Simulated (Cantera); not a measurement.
A perfectly stirred reactor is fed with 4.55 % C3H8, 95.5 % H2, at 20.0 Torr; it is held at 1800 K, and followed from long to short residence time.

Computed with Cantera and GRI-Mech 3.0 (53 species, 325 reactions). GRI-Mech 3.0 was tuned for natural gas; its chemistry of propane as a main component is partial and can be far from experiment. GRI-Mech 3.0 stops at C3 and has no aromatics, soot or wall deposition, so with more carbon than oxygen in the feed, carbon stays in small species such as C2H2 where larger ones or solid carbon would form. Radical loss at walls, strong at low pressure, is not modelled.

One state of this run: x C3H8 = 7.82e-6; x H2 = 0.927; x CH4 = 0.0175; x C2H = 1.17e-6; x CH2 = 2.19e-6; x H = 0.00240; x C2H4 = 0.000189. x: mole fraction; the columns are a selection and need not sum to one.

Problem. Which value of τ (s) does it belong to?
(A) 0.23
(B) 0.00055
(C) 0.00023
(D) 0.0013

Solution. A, 0.23
